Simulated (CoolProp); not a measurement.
Vapour-liquid equilibrium of R134a (1) + dimethyl ether (2) at 0.488 MPa; x and y are mole fractions of (1).

Values from CoolProp's multi-fluid Helmholtz-energy mixture model, Tillner-Roth 1994 and Wu 2011; pair parameters Bell 2016.

| x | bubble temperature, mixture model (°C) | bubble temperature, Raoult's law (°C) | y, mixture model | y, Raoult's law |
|---|---|---|---|---|
| 0.05 | 18.9 | 18.4 | 0.043 | 0.056 |
| 0.2 | 19.4 | 17.8 | 0.193 | 0.219 |
| 0.35 | 19.4 | 17.2 | 0.360 | 0.376 |
| 0.5 | 18.9 | 16.7 | 0.530 | 0.528 |
| 0.65 | 17.9 | 16.2 | 0.691 | 0.675 |
| 0.8 | 16.7 | 15.6 | 0.836 | 0.817 |
| 0.95 | 15.4 | 15.1 | 0.962 | 0.955 |

The largest gap from Raoult's law is +2.2 K in bubble temperature, at x = 0.5. y crosses x between x = 0.2 and 0.35: the model has an azeotrope there.

The pair parameters rest on a limited set of measurements; away from them the model extrapolates.
